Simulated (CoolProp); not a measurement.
Vapour-liquid equilibrium of CH2F2 (R32) (1) + R236FA (2) at 0.134 MPa; x and y are mole fractions of (1).

Model: multi-fluid Helmholtz-energy mixture model, Tillner-Roth 1997 and Pan 2012; pair parameters Bell 2016, in CoolProp.

```
x     bubble temperature (K)  y at the bubble point  dew temperature at overall composition x (K)  liquid density (mol/L)
----  ----------------------  ---------------------  --------------------------------------------  ----------------------
0.05                   272.1                  0.258                                         277.4                   9.787
0.2                    256.8                  0.675                                         273.7                   11.10
0.35                   246.7                  0.837                                         269.4                   12.53
0.5                    239.9                  0.910                                         264.3                   14.18
0.65                   235.1                  0.950                                         258.0                   16.14
0.8                    231.3                  0.976                                         249.4                   18.59
0.95                   228.1                  0.995                                         235.1                   21.74
```

No azeotrope shows between x = 0.05 and 0.95.

The pair parameters rest on a limited set of measurements; away from them the model extrapolates. The gap from Raoult's law changes sign with composition, which may be real or a fault of the pair parameters; it wasn't checked against measurements.
